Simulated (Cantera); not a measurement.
A closed system holds: 1 mol TEOS, 6 mol N2O, 11 mol H2, held at 1000 K and 100000 Pa.

Equilibrium computed with Cantera from the NASA thermochemical tables; the gas is ideal and each condensed phase is pure. Candidate condensed phases: C, C6H6, C7H8, C8H18, H2O, Si, SiC, SiO2, Si2N2O, Si3N4; 151 gas species. The feed counts by its element totals alone. Equilibrium is a limit: real reactors are often held back by kinetics, nucleation or transport.

Base state: H2 0.554, N2 0.186, CO 0.175, H2O 0.0383, CH4 0.0293, CO2 0.0174, NH3 0.000104 (mole fractions); condensed: C(graphite) + SiO2(β-quartz).

### Question
What changes in the equilibrium state with this change: temperature from 1000 K to 1223.15 K?

### Answer
| species | before | after |
|---|---|---|
| H2 | 0.554 | 0.594 |
| CO | 0.175 | 0.226 |
| N2 | 0.186 | 0.173 |
| H2O | 0.0383 | 0.00317 |
| CO2 | 0.0174 | 0.000825 |
| CH4 | 0.0293 | 0.00397 |
| HCN | 1.67e-6 | 2.60e-5 |
| NH3 | 0.000104 | 3.27e-5 |
| C(graphite), mol | 0.851 | 0 |
| SiO2(β-quartz), mol | 1.00 | 1.00 |
The tables hold silica as quartz up to 1696 K and as liquid above; real silica turns to tridymite and cristobalite and melts near 1996 K.
